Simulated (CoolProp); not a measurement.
Hydrogen chloride at 298.15 K and 1.48 MPa is throttled through a valve to 0.681 MPa with no heat exchange. Each further row changes one setting.

Computed with CoolProp (reference Helmholtz-energy equation of state, Thol 2018).

```
case                       temperature change (K)  final density (kg/m³)
-------------------------  ----------------------  ---------------------
as stated                                       ?                      ?
outlet pressure 0.204 MPa                       ?                   3.28
outlet pressure 0.885 MPa                       ?                      ?
```

Q: What belongs in the gaps?

A: 
- as stated, temperature change (K): -12.9
- as stated, final density (kg/m³): 11.0
- outlet pressure 0.204 MPa, temperature change (K): -21.5
- outlet pressure 0.885 MPa, temperature change (K): -9.5
- outlet pressure 0.885 MPa, final density (kg/m³): 14.3
